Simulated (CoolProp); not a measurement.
1000 sccm (0 °C, 1 atm) of nitrogen bubbles through liquid tetrahydrofuran at 283.3 K and leaves saturated at a total pressure of 0.143 MPa (ideal gas phase). Each further row changes one setting.

Computed with CoolProp (reference Helmholtz-energy equation of state, Fiedler 2023).

```
case                      vapour pressure (kPa)  mole fraction of vapour  delivery (mg/min)  delivery (sccm)  change of delivery for a bath 1 K warmer (%)
------------------------  ---------------------  -----------------------  -----------------  ---------------  --------------------------------------------
as stated                                  10.8                   0.0757                263             81.9                                           5.5
bath temperature 288.3 K                   13.8                   0.0965                343              107                                           5.4
total pressure 0.286 MPa                   10.8                   0.0378                127             39.3                                           5.3
```
